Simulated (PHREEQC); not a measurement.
A solution holds 0.18 mol NaH2PO4 and 0.00095 mol Na2SO4 per kg of water, at 35 °C. Closed to the air; pH follows from the charge balance.

The numbers come from PHREEQC with the ion-association model, phreeqc.dat.

This is a speciation only: nothing precipitates in the calculation.

### Question
Order these S species by the share of S that they hold, largest first: NaSO4-, SO4-2, HSO4-.

### Answer
SO4-2 (78 %), NaSO4- (22 %), HSO4- (0.14 %)

The pH is 4.42 and the ionic strength 0.183 mol/kgw. Complexes and solids missing from the database can't appear.
